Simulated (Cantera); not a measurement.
**Iron carbonyl, mercury and lead vapours: Pb + O₂ + H₂**

Feed: 1 mol Pb, 0.11 mol O₂, a varied amount of H₂, equilibrated at 1127 °C and 6700 Pa.

These are equilibrium values from Cantera (NASA tables, ideal gas, pure condensed phases), not measurements of a reactor. Candidate condensed phases: H₂O, Pb, PbO, PbO₂, Pb₃O₄; 12 gas species. Equilibrium is a limit: real reactors are often held back by kinetics, nucleation or transport.

```json
[
 {"n(H₂) (mol)": "1.6", "x H₂": "0.750", "x Pb": "0.130", "x H₂O": "0.120", "x Pb₂": "2.75e-5", "x H": "1.63e-5", "x PbO": "3.91e-6", "x OH": "5.16e-8", "n Pb(l)": "0.761"},
 {"n(H₂) (mol)": "2.2", "x H₂": "0.783", "x Pb": "0.130", "x H₂O": "0.0870", "x Pb₂": "2.75e-5", "x H": "1.66e-5", "x PbO": "2.72e-6", "x OH": "3.67e-8", "n Pb(l)": "0.671"},
 {"n(H₂) (mol)": "2.9", "x H₂": "0.804", "x Pb": "0.130", "x H₂O": "0.0660", "x Pb₂": "2.75e-5", "x H": "1.68e-5", "x PbO": "2.01e-6", "x OH": "2.75e-8", "n Pb(l)": "0.566"},
 {"n(H₂) (mol)": "3.5", "x H₂": "0.815", "x Pb": "0.130", "x H₂O": "0.0547", "x Pb₂": "2.75e-5", "x H": "1.70e-5", "x PbO": "1.64e-6", "x OH": "2.26e-8", "n Pb(l)": "0.476"},
 {"n(H₂) (mol)": "4.2", "x H₂": "0.824", "x Pb": "0.130", "x H₂O": "0.0456", "x Pb₂": "2.75e-5", "x H": "1.71e-5", "x PbO": "1.35e-6", "x OH": "1.87e-8", "n Pb(l)": "0.372"},
 {"n(H₂) (mol)": "4.9", "x H₂": "0.831", "x Pb": "0.130", "x H₂O": "0.0391", "x Pb₂": "2.75e-5", "x H": "1.71e-5", "x PbO": "1.15e-6", "x OH": "1.60e-8", "n Pb(l)": "0.267"},
 {"n(H₂) (mol)": "5.5", "x H₂": "0.835", "x Pb": "0.130", "x H₂O": "0.0348", "x Pb₂": "2.75e-5", "x H": "1.72e-5", "x PbO": "1.02e-6", "x OH": "1.42e-8", "n Pb(l)": "0.177"},
 {"n(H₂) (mol)": "6.2", "x H₂": "0.839", "x Pb": "0.130", "x H₂O": "0.0309", "x Pb₂": "2.75e-5", "x H": "1.72e-5", "x PbO": "9.02e-7", "x OH": "1.26e-8", "n Pb(l)": "0.0726"},
 {"n(H₂) (mol)": "6.8", "x H₂": "0.844", "x Pb": "0.128", "x H₂O": "0.0282", "x Pb₂": "2.67e-5", "x H": "1.73e-5", "x PbO": "8.07e-7", "x OH": "1.15e-8", "n Pb(l)": "0"},
 {"n(H₂) (mol)": "7.5", "x H₂": "0.856", "x Pb": "0.118", "x H₂O": "0.0259", "x Pb₂": "2.25e-5", "x H": "1.74e-5", "x PbO": "6.70e-7", "x OH": "1.04e-8", "n Pb(l)": "0"},
 {"n(H₂) (mol)": "8.1", "x H₂": "0.866", "x Pb": "0.110", "x H₂O": "0.0242", "x Pb₂": "1.96e-5", "x H": "1.75e-5", "x PbO": "5.78e-7", "x OH": "9.70e-9", "n Pb(l)": "0"},
 {"n(H₂) (mol)": "8.8", "x H₂": "0.876", "x Pb": "0.102", "x H₂O": "0.0224", "x Pb₂": "1.69e-5", "x H": "1.76e-5", "x PbO": "4.93e-7", "x OH": "8.96e-9", "n Pb(l)": "0"}
]
```
x: gas mole fraction; n: condensed amount in mol.

From 1.6 mol H₂ to 6.2 mol H₂ the condensed part is Pb(l). From 6.8 mol H₂ to 8.8 mol H₂ nothing is condensed. The main Pb-bearing gas is Pb throughout.
